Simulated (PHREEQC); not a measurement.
NaOH is added in steps, without added water, to 1 kg of water holding 0.0046 mol HF, 0.00065 mol KF, 0.00053 mol H4SiO4 and 0.022 mol H2SO4, at 46 °C. Oxygen alone is held at its pressure in air (log pO2 = -0.68). The system is closed to CO2. Only these solids could form: Quartz.

Base run: PHREEQC, ion-association model, phreeqc.dat. Each further column changes one thing. The table gives Quartz (mol).

```tsv
NaOH added (mol)	base	HF replaced by NH4F at the same molality	KF left out
0	0.000305	0.000299	0.000318
0.001031	0.000304	0.000298	0.000317
0.001719	0.000303	0.000296	0.000317
0.00275	0.000302	0.000295	0.000316
0.003781	0.000300	0.000293	0.000315
0.004469	0.000299	0.000291	0.000315
0.0055	0.000298	0.000289	0.000314
0.006531	0.000296	0.000287	0.000313
0.007219	0.000295	0.000285	0.000312
0.00825	0.000293	0.000282	0.000311
0.009281	0.000291	0.000279	0.000310
0.009969	0.000289	0.000277	0.000309
0.011	0.000287	0.000274	0.000308
```

Away from 25 °C the constants follow the database's enthalpies or fits; those with neither stay at their 25 °C values. SiF6-2 is the database's only silicon fluoride.
